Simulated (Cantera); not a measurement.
A closed system holds: 1 mol SiCl4, 1.1 mol N2O, 100 mol N2, at 0.000230 bar.

These are equilibrium values from Cantera (NASA tables, ideal gas, pure condensed phases), not measurements of a reactor. Candidate condensed phases: Si, SiO2, Si2N2O, Si3N4; 23 gas species. The tables' values for SiCl3 are old estimates; treat these amounts as uncertain. The tables hold silica as quartz up to 1696 K and as liquid above; real silica turns to tridymite and cristobalite and melts near 1996 K. Kinetics and transport are ignored.

**Question.** At 1548 K, list the 4 most abundant gas species with their mole fractions, and the condensed phases.

**Answer.** N2 0.962, Cl 0.0318, SiO 0.00435, SiCl2 0.000879. Condensed: SiO2(β-quartz).
